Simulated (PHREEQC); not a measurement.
A made-up water analysis in mmol/kgw, 25 °C, pH 6.78, pe 0.9: Na 0.094; K 0.0513; Ca 0.192; Mg 0.0521; Cl 0.127; S(6) 0.0494; Alkalinity (meq/kgw) 0.394; Br 0.000543; Fe(2) 0.000149; F 8.72e-05; Li 0.000705; N(-3) 0.000377.

Valence states are taken as typed.

All values are PHREEQC results (ion-association model, phreeqc.dat), not measurements.

No solid was allowed to form.

**Question.** Predict the charge-balance error.

**Answer.** charge-balance error 1.2 %.

**Question.** In which forms is Fe present?

**Answer.** Fe+2 96 %, FeHCO3+ 3.3 %, FeSO4 0.6 % of the Fe.

Species that the database lacks are ignored. Fluoro complexes past AlF4- and FeF3 are missing from the database.
